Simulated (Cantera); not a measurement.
A perfectly stirred reactor is fed with NH₃ : H₂ = 1 : 11 (molar parts), at 1.01 bar; it is held at 2200 K, and followed from long to short residence time.

Cantera simulation using the gas-phase N/H chemistry of the illustrative SiF4/NH3 mechanism in the Surface Chemkin manual (1991); the numbers are that mechanism's predictions, not measurements. Walls and surfaces, which speed up NH3 decomposition in real reactors, are not modelled.

Task: What does this change do: NH3 1 to 0.52 parts?

Result: 
| quantity | before | after |
|---|---|---|
| x(NH₃) at τ = 11.0 s | 0.000412 | 0.000313 |
| x(H₂) at τ = 11.0 s | 0.956 | 0.973 |
| x(N₂H₂) at τ = 11.0 s | 3.08e-10 | 1.73e-10 |
| x(NH₂) at τ = 11.0 s | 7.33e-6 | 5.52e-6 |
| x(H) at τ = 11.0 s | 0.00549 | 0.00555 |
| x(NH₃) at τ = 89.0 ms | 0.00631 | 0.00413 |
| x(H₂) at τ = 89.0 ms | 0.954 | 0.971 |
| x(N₂H₂) at τ = 89.0 ms | 3.98e-8 | 2.10e-8 |
| x(NH₂) at τ = 89.0 ms | 9.04e-5 | 6.39e-5 |
| x(H) at τ = 89.0 ms | 0.00442 | 0.00486 |
